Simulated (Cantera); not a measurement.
What does this Cantera script print?

```python
import numpy as np
import cantera as ct

gas_names = [...]  # 109 gases of nasa_gas.yaml made of C, Cl, H, Si
cond_names = """
    C(gr) C6H6(L) C7H8(L) C8H18(L),n-octa Si(cr) Si(L) SiC(b)
""".split()


# ... load() reads the species with a 1 bar reference pressure and builds the phases ...
atoms = {
    'Si(CH3)4': {'Si': 1, 'C': 4, 'H': 12},
    'HCl': {'H': 1, 'CL': 1},
    'H2': {'H': 2},
    'C3H8': {'C': 3, 'H': 8},
}
top_T = {'C(gr)': 4500, 'SiC(b)': 3050}  # K; cautious upper limits of use, not melting points


# ... equilibrate(T, P, feed) seeds the gas with the atoms and calls Mixture.equilibrate('TP', solver="vcs", rtol=1e-11, max_steps=5000) ...
results = []
feed = {'Si(CH3)4': 1, 'HCl': 0.027, 'H2': 12, 'C3H8': 0.38}  # mol
P = 890  # Pa
for T in [1048, 1148, 1248, 1348, 1448, 1548, 1648, 1748, 1848, 1948, 2048, 2148, 2248, 2348]:
    mix = equilibrate(T, P, feed)
    results.append((T, P, feed, dict(zip(mix.species_names, mix.species_moles))))

top = {s: max(r[3][s] / sum(r[3][g] for g in gas_names) for r in results) for s in gas_names}
cols = sorted((s for s in top if top[s] > 1e-06), key=lambda s: -top[s])[:9]
seen = [c for c in cond_names if any(r[3].get(c, 0) > 1e-12 for r in results)]
print("log10 of partial pressures in bar; condensed amounts in mol")
print(f"{'T/K':>10s}" + "".join(f"{s[:9]:>10s}" for s in cols + seen))
for T, P, feed, n in results:
    ng = sum(n[g] for g in gas_names)
    print(f"{T:10.4g}" + "".join(f"{np.log10(max(n[s] / ng * P / 1e5, 1e-99)):10.3f}" for s in cols)
          + "".join(f"{n.get(c, 0):10.4g}" for c in seen))
```

Output:

```
log10 of partial pressures in bar; condensed amounts in mol
       T/K        H2         H        Si C2H2,acet      SiC2      Si2C       HCL       SiH       CH4     C(gr)    SiC(b)
      1048    -2.051    -9.138   -17.915   -10.456   -23.108   -22.989    -4.910   -17.281    -5.337      4.13         1
      1148    -2.051    -8.171   -15.656    -9.482   -20.140   -20.070    -4.910   -15.354    -5.726     4.136         1
      1248    -2.051    -7.356   -13.761    -8.665   -17.653   -17.625    -4.910   -13.739    -6.055     4.138         1
      1348    -2.051    -6.661   -12.150    -7.971   -15.539   -15.549    -4.910   -12.367    -6.337     4.139         1
      1448    -2.051    -6.061   -10.763    -7.374   -13.721   -13.764    -4.910   -11.186    -6.579     4.139         1
      1548    -2.051    -5.537    -9.556    -6.856   -12.141   -12.215    -4.911   -10.159    -6.791     4.139         1
      1648    -2.052    -5.076    -8.498    -6.401   -10.757   -10.858    -4.911    -9.259    -6.976     4.138         1
      1748    -2.052    -4.667    -7.562    -6.000    -9.534    -9.659    -4.912    -8.464    -7.141     4.136    0.9999
      1848    -2.054    -4.302    -6.728    -5.643    -8.446    -8.594    -4.914    -7.756    -7.289      4.13    0.9995
      1948    -2.057    -3.975    -5.981    -5.325    -7.472    -7.641    -4.917    -7.123    -7.424     4.122    0.9973
      2048    -2.062    -3.681    -5.307    -5.042    -6.596    -6.784    -4.924    -6.555    -7.551     4.111    0.9869
      2148    -2.072    -3.416    -4.698    -4.790    -5.803    -6.009    -4.937    -6.043    -7.675     4.113    0.9442
      2248    -2.091    -3.179    -4.143    -4.571    -5.083    -5.305    -4.960    -5.582    -7.806     4.181    0.7843
      2348    -2.126    -2.971    -3.636    -4.388    -4.425    -4.663    -5.003    -5.170    -7.961     4.484    0.2208
```

Equilibrium computed with Cantera from the NASA thermochemical tables; the gas is ideal and each condensed phase is pure. The tables' values for SiCl are old estimates; treat these amounts as uncertain. Gases not in the tables: Si2H6 and higher silanes.
